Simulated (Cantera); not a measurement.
Input: 1 mol SiC, a varied amount of O2, 5.4 mol H2, equilibrated at 1425 °C and 2.30 mbar.

Cantera equilibrium calculation (NASA polynomials, part measured and part estimated; ideal gas, pure solids and liquids). Candidate condensed phases: C, C6H6, C7H8, C8H18, H2O, Si, SiC, SiO2; 123 gas species. The numbers say what is thermodynamically allowed, not how fast it happens.

log p: log10 of the partial pressure in bar; n: condensed amount in mol.

```
n(O2) (mol)  log p H2  log p CO  log p SiO  log p H  log p Si  n SiC(s)
-----------  --------  --------  ---------  -------  --------  --------
0.0015          -2.64     -6.15      -6.25    -5.16     -6.87     0.998
0.0035          -2.64     -5.81      -5.85    -5.16     -6.84     0.996
0.0086          -2.64     -5.43      -5.45    -5.16     -6.83     0.991
0.021           -2.64     -5.05      -5.06    -5.16     -6.82     0.979
0.051           -2.65     -4.67      -4.67    -5.16     -6.82     0.949
0.13            -2.66     -4.28      -4.28    -5.17     -6.82       ___
0.31            -2.69     -3.93      -3.93    -5.18     -6.82       ___
0.75            -2.75     -3.60      -3.60    -5.21     -6.82       ___
```

**Question.** Some entries are withheld; supply them.

**Answer.** 
- 0.13, n SiC(s): 0.870
- 0.31, n SiC(s): 0.690
- 0.75, n SiC(s): 0.250
